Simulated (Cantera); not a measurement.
## Hydrocarbon pyrolysis for carbon deposition

An isothermal, constant-pressure homogeneous reactor starts with C2H6 : N2 = 1 : 36 (molar parts), at 1773 K and 6100 Pa.

Computed with Cantera and GRI-Mech 3.0 (53 species, 325 reactions). GRI-Mech 3.0 stops at C3 and has no aromatics, soot or wall deposition, so with more carbon than oxygen in the feed, carbon stays in small species such as C2H2 where larger ones or solid carbon would form.

| t (s) | x C2H6 | x C2H4 | x H | x C2H2 | x C2H |
|---|---|---|---|---|---|
| 1.00e-5 | 0.0258 | 9.12e-6 | 9.87e-6 | 2.39e-9 | <1e-12 |
| 7.40e-5 | 0.0165 | 0.00316 | 0.000591 | 8.71e-5 | 4.59e-8 |
| 0.000548 | 9.62e-5 | 0.00618 | 0.00105 | 0.0152 | 3.71e-6 |
| 0.00405 | 3.29e-6 | 0.000269 | 0.000318 | 0.0231 | 1.29e-6 |
| 0.0300 | 5.12e-7 | 3.12e-5 | 0.000177 | 0.0242 | 7.11e-7 |
| 0.222 | 6.06e-8 | 5.31e-6 | 0.000213 | 0.0252 | 8.38e-7 |
| 1.64 | 9.27e-10 | 2.28e-6 | 0.000257 | 0.0256 | 1.00e-6 |
| 12.2 | 1.36e-11 | 2.24e-6 | 0.000262 | 0.0256 | 1.02e-6 |
| 90.0 | 6.22e-12 | 2.24e-6 | 0.000262 | 0.0256 | 1.02e-6 |
x: mole fraction; the columns are a selection and need not sum to one.

Equilibrium at this temperature and pressure: C2H6 2.08e-12, C2H4 4.47e-7, H 0.000262, C2H2 0.00510, C2H 2.04e-7 (gas phase only).
